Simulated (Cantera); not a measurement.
# Thermodynamics of fluorocarbon and chlorocarbon gases, feed CH2F2 + H2

Feed: 1 mol CH2F2, 0.3 mol H2, equilibrated at 0.100 bar.

Equilibrium computed with Cantera from the NASA thermochemical tables; the gas is ideal and each condensed phase is pure. Candidate condensed phases: C, C6H6, C7H8, C8H18; 95 gas species. Kinetics and transport are ignored.

```tsv
T (K)	x HF	x H2	x H	x C2H2 (acetylene)	x F	x C2H	x C3	x CF	n C(graphite)
1425	0.870	0.130	7.79e-6	4.60e-7	8.07e-10	<1e-12	<1e-12	<1e-12	1.000
1525	0.870	0.130	2.70e-5	1.58e-6	5.91e-9	<1e-12	<1e-12	1.21e-12	1.000
1625	0.870	0.130	8.06e-5	4.64e-6	3.39e-8	1.10e-11	<1e-12	1.57e-11	1.000
1725	0.869	0.130	0.000212	1.20e-5	1.59e-7	1.23e-10	<1e-12	1.51e-10	1.000
1825	0.869	0.130	0.000502	2.79e-5	6.33e-7	1.05e-9	2.43e-12	1.14e-9	1.000
1925	0.869	0.130	0.00109	5.94e-5	2.19e-6	7.16e-9	4.06e-11	6.90e-9	1.000
2025	0.869	0.129	0.00219	0.000117	6.69e-6	4.03e-8	5.09e-10	3.51e-8	0.999
2125	0.868	0.128	0.00411	0.000214	1.85e-5	1.92e-7	5.00e-9	1.53e-7	0.999
2225	0.866	0.126	0.00727	0.000370	4.68e-5	7.91e-7	3.98e-8	5.86e-7	0.998
2325	0.864	0.123	0.0122	0.000601	0.000110	2.87e-6	2.64e-7	2.00e-6	0.997
2425	0.861	0.119	0.0195	0.000926	0.000242	9.27e-6	1.49e-6	6.22e-6	0.996
2525	0.856	0.112	0.0297	0.00135	0.000504	2.70e-5	7.30e-6	1.78e-5	0.993
2625	0.849	0.104	0.0434	0.00187	0.00100	7.16e-5	3.16e-5	4.73e-5	0.990
2725	0.840	0.0945	0.0606	0.00244	0.00193	0.000174	0.000122	0.000118	0.986
```
x: gas mole fraction; n: condensed amount in mol.

From 1425 K to 2725 K the condensed part is C(graphite). The main C-bearing gas is CH4 at 1425 K and C2H2 (acetylene) at 2725 K.
